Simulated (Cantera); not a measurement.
An isothermal, constant-pressure homogeneous reactor starts with H₂ : O₂ : N₂ = 0.51 : 0.11 : 0.77 (molar parts), equivalence ratio 2.3, at 1225 K and 100.0 Torr.

Model: GRI-Mech 3.0 (53 species, 325 reactions), integrated in Cantera. The temperature is held fixed by assumption; the heat of reaction is taken as removed at once.

x: mole fraction; the columns are a selection and need not sum to one.

```csv
t (s),x H₂,x O₂,x O,x N₂O,x H₂O₂
0.000500,0.189,0.0151,0.00343,1.25e-9,[?]
0.00125,0.177,0.000152,0.000320,1.96e-10,[?]
0.00313,0.204,2.24e-5,5.33e-5,7.34e-11,[?]
0.00783,0.217,3.32e-6,8.34e-6,2.81e-11,[?]
0.0196,0.223,5.09e-7,1.30e-6,1.18e-11,[?]
0.0490,0.225,7.99e-8,2.04e-7,1.07e-11,3.81e-10
0.122,0.226,1.28e-8,3.23e-8,3.10e-11,1.29e-10
0.306,0.226,2.08e-9,5.12e-9,6.87e-11,3.74e-11
0.766,0.226,3.40e-10,8.12e-10,7.88e-11,8.86e-12
1.92,0.227,5.53e-11,1.30e-10,4.15e-11,1.76e-12
4.79,0.227,8.99e-12,2.09e-11,1.09e-11,<1e-12
12.0,0.227,1.45e-12,3.38e-12,1.79e-12,<1e-12
30.0,0.227,<1e-12,<1e-12,<1e-12,<1e-12
```

### Question
What belongs in the gaps?

### Answer

- 0.000500, x H₂O₂: 9.86e-8
- 0.00125, x H₂O₂: 1.90e-8
- 0.00313, x H₂O₂: 7.24e-9
- 0.00783, x H₂O₂: 2.74e-9
- 0.0196, x H₂O₂: 1.04e-9
